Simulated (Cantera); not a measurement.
Source: NASA polynomial tables (part measured, part estimated), evaluated in Cantera. Values are per mole of reaction as written; species without (g) are pure solids or liquids, kept so even where they would boil at 1 bar.

3 SO₂(g) + Ca(g) → 2 SO₃(g) + CaS, with ΔH° = -552.0 kJ and ΔS° = -329.3 J/K at 300 K.

**Question.** How far is the shortcut ΔG° ≈ ΔH°(300 K) − T·ΔS°(300 K) from the full temperature-dependent value at 798, 998, 1198, 1398, 1598, 1798, 1998, 2198, 2398 K?

**Answer.** 
```
T (K)  shortcut (kJ)  full (kJ)  difference (kJ)  difference in log10 K
-----  -------------  ---------  ---------------  ---------------------
798           -289.2     -293.1              3.9                  -0.25
998           -223.4     -230.8              7.4                  -0.39
1198          -157.5     -169.3             11.8                  -0.51
1398           -91.6     -108.5             16.9                  -0.63
1598           -25.8      -48.5             22.7                  -0.74
1798            40.1       11.0             29.1                  -0.85
1998           105.9       69.9             36.0                  -0.94
2198           171.8      128.3             43.5                  -1.03
2398           237.7      186.3             51.4                  -1.12
```
The shortcut ignores the heat-capacity change of the reaction.
